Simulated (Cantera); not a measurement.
A Cantera script and what it prints.

```python
import numpy as np
import cantera as ct

gas_names = """
    Hg N NO NO2 NO3 N2 N2O O O2 O3
""".split()
cond_names = """
    Hg(cr) Hg(L) HgO(s)
""".split()


# ... load() reads the species with a 1 bar reference pressure and builds the phases ...
atoms = {
    'HgO': {'Hg': 1, 'O': 1},
    'O2': {'O': 2},
    'N2': {'N': 2},
}
top_T = {}  # K; cautious upper limits of use, not melting points


# ... equilibrate(T, P, feed) seeds the gas with the atoms and calls Mixture.equilibrate('TP', solver="vcs", rtol=1e-11, max_steps=5000) ...
results = []
T = 1025  # K
P = 100000  # Pa
for m in [0.4, 0.79, 1.6, 3.1, 6.2, 12, 24, 49, 97]:
    feed = {'HgO': 1, 'O2': 0.22, 'N2': m}  # mol
    mix = equilibrate(T, P, feed)
    results.append((T, P, feed, dict(zip(mix.species_names, mix.species_moles))))
    x = sorted(zip(gas.X, gas.species_names), reverse=True)
    print(f"T = {T:g} K  P = {P:g} Pa  n(N2) = {m:g} mol  gas = {mix.phase_moles(0):.4g} mol")
    print("   x: " + "  ".join(f"{s} {v:.3e}" for v, s in x if v > 0.0001))
    print("   condensed (mol): " + ("  ".join(f"{mix.phase(i).name} {mix.phase_moles(i):.4g}"
          for i in range(1, mix.n_phases) if mix.phase_moles(i) > 1e-12) or "none"))
```

Result:

```
T = 1025 K  P = 100000 Pa  n(N2) = 0.4 mol  gas = 2.12 mol
   x: Hg 4.717e-01  O2 3.396e-01  N2 1.887e-01
   condensed (mol): none
T = 1025 K  P = 100000 Pa  n(N2) = 0.79 mol  gas = 2.51 mol
   x: Hg 3.984e-01  N2 3.147e-01  O2 2.868e-01
   condensed (mol): none
T = 1025 K  P = 100000 Pa  n(N2) = 1.6 mol  gas = 3.32 mol
   x: N2 4.819e-01  Hg 3.012e-01  O2 2.168e-01
   condensed (mol): none
T = 1025 K  P = 100000 Pa  n(N2) = 3.1 mol  gas = 4.82 mol
   x: N2 6.431e-01  Hg 2.075e-01  O2 1.494e-01
   condensed (mol): none
T = 1025 K  P = 100000 Pa  n(N2) = 6.2 mol  gas = 7.92 mol
   x: N2 7.828e-01  Hg 1.263e-01  O2 9.089e-02
   condensed (mol): none
T = 1025 K  P = 100000 Pa  n(N2) = 12 mol  gas = 13.72 mol
   x: N2 8.746e-01  Hg 7.289e-02  O2 5.247e-02
   condensed (mol): none
T = 1025 K  P = 100000 Pa  n(N2) = 24 mol  gas = 25.72 mol
   x: N2 9.331e-01  Hg 3.888e-02  O2 2.799e-02
   condensed (mol): none
T = 1025 K  P = 100000 Pa  n(N2) = 49 mol  gas = 50.72 mol
   x: N2 9.661e-01  Hg 1.972e-02  O2 1.419e-02
   condensed (mol): none
T = 1025 K  P = 100000 Pa  n(N2) = 97 mol  gas = 98.72 mol
   x: N2 9.826e-01  Hg 1.013e-02  O2 7.289e-03
   condensed (mol): none
```

These are equilibrium values from Cantera (NASA tables, ideal gas, pure condensed phases), not measurements of a reactor.
